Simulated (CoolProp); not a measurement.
A simple Rankine cycle with isobutene: condensing at 333.15 K, boiler at 3.06 MPa, turbine inlet 406.8 K, turbine efficiency 0.6, pump efficiency 0.7, no recuperator. Each further row changes one setting.

Values from CoolProp's reference Helmholtz-energy equation of state, Lemmon 2005. It is a short technical equation, of lower accuracy than the large ones.

| case | thermal efficiency (%) | net work (kJ/kg) | heat in (kJ/kg) | turbine exit temperature (K) | volume ratio over the turbine |
|---|---|---|---|---|---|
| as stated | 7.1 | 27.2 | 385 | 354.2 | 5.11 |
| turbine inlet 426.8 K | 7.3 | 32.6 | 447 | 382.0 | 4.61 |
| condensing temperature 325.15 K | 7.9 | 32.1 | 405 | 349.2 | 6.28 |
| boiler pressure 2.14 MPa | 5.9 | 25.0 | 427 | 376.0 | 3.01 |
| turbine efficiency 0.5 | 5.6 | 21.7 | 385 | 356.9 | 5.18 |
